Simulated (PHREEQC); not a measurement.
Consider water at 25 °C with 0.1 mol Cu(NO3)2, 3.1e-05 mol HBF4 and 0.066 mol FeCl3 per kg of water. Closed to the air; pH follows from the charge balance.

Computed with PHREEQC (ion-association model, phreeqc.dat).

Each row changes one thing in this solution. This is a speciation only: nothing precipitates in the calculation.

| case | pH | ionic strength (mol/kgw) | FeCl+2 (mol/kgw) | Fe+3 (mol/kgw) | FeOH+2 (mol/kgw) | Fe2(OH)2+4 (mol/kgw) | SI of Goethite (FeOOH) | SI of Hematite (Fe2O3) |
|---|---|---|---|---|---|---|---|---|
| as made | 1.95 | 0.569 | 0.0266 | 0.0216 | 0.00511 | 0.00388 | +4.11 | +10.24 |
| temperature from 25 to 5 °C | 2.10 | (withheld) | 0.0203 | 0.0300 | 0.00285 | 0.00256 | +3.94 | +9.80 |
| 0.0016 mol/kgw NaOH added | 1.98 | (withheld) | 0.0262 | 0.0212 | 0.00528 | 0.00412 | +4.17 | +10.35 |
| HBF4 left out | 1.96 | 0.569 | 0.0266 | 0.0216 | 0.00513 | 0.00390 | +4.12 | +10.25 |
| Cu(NO3)2 left out | 1.91 | 0.281 | 0.0271 | 0.0189 | 0.00424 | 0.00464 | +4.06 | +10.13 |

Q: What belongs in the gaps?

A: 
- temperature from 25 to 5 °C, ionic strength (mol/kgw): 0.593
- 0.0016 mol/kgw NaOH added, ionic strength (mol/kgw): 0.570

Species that the database lacks are ignored. Some of these states are supersaturated (in Hematite (slow to form), Goethite (slow to form), for instance). Away from 25 °C the constants follow the database's enthalpies or fits; those with neither stay at their 25 °C values. Real BF4- forms and hydrolyses slowly; the run takes it at equilibrium. Fluoro complexes past AlF4- and FeF3 are missing from the database.
